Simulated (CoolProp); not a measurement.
Saturated liquid density (kg/m³) of octamethylcyclotetrasiloxane (D4): the reference equation beside estimates from Tc = 586.5 K, pc = 1347 kPa, ω = 0.598. Rackett uses Z = 0.29056 − 0.08775 ω.

Model: reference Helmholtz-energy equation of state, Thol 2015, in CoolProp.

```tsv
T (K)	reference	Rackett	van der Waals	Redlich-Kwong	Soave-Redlich-Kwong	Peng-Robinson
409.2	818.4	954.2	468.7	679.8	743.0	839.2
416.1	809.5	943.3	463.8	671.2	735.1	830.6
423	800.5	932.2	?	662.4	726.9	821.7
429.9	791.4	920.9	453.8	653.4	718.4	812.4
436.9	781.9	909.2	448.6	643.9	709.5	?
443.8	772.5	897.5	443.3	634.4	700.2	?
450.7	762.8	885.5	437.8	624.6	690.6	781.9
457.6	753.0	873.2	432.2	614.5	680.6	770.8
464.6	742.8	860.4	426.3	603.9	670.0	759.1
471.5	732.4	847.5	?	593.2	?	746.9
478.4	721.8	834.2	414.2	582.1	647.6	734.1
485.4	710.7	820.3	407.7	570.4	?	?
```

Problem. Some entries are withheld; supply them.

Solution. 
- 423, van der Waals: 458.9
- 436.9, Peng-Robinson: 802.6
- 443.8, Peng-Robinson: 792.5
- 471.5, van der Waals: 420.3
- 471.5, Soave-Redlich-Kwong: 659.1
- 485.4, Soave-Redlich-Kwong: 635.4
- 485.4, Peng-Robinson: 720.4

Absolute difference from the reference over all 12 rows, mean and median: Rackett 16.1 and 16.1 %, van der Waals 42.6 and 42.6 %, Redlich-Kwong 18.1 and 18.0 %, Soave-Redlich-Kwong 9.6 and 9.4 %, Peng-Robinson 2.3 and 2.5 %.
